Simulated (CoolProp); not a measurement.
Vapour-liquid equilibrium of R142b (1) + R113 (2) at 0.209 MPa; x and y are mole fractions of (1).

The numbers come from the multi-fluid Helmholtz-energy mixture model, Lemmon 2006 and Marx 1992; pair parameters Bell 2016 in CoolProp.

Problem. Give the bubble temperature and the first vapour's composition at x = 0.05, 0.125, 0.95. Is there an azeotrope?

Solution. x = 0.05: 62.7 °C, y = 0.245; x = 0.125: 52.4 °C, y = 0.484; x = 0.95: 11.5 °C, y = 0.990. No azeotrope shows between x = 0.05 and 0.95.

Pair parameters are fitted to limited data, so mixtures are less certain than the pure fluids.
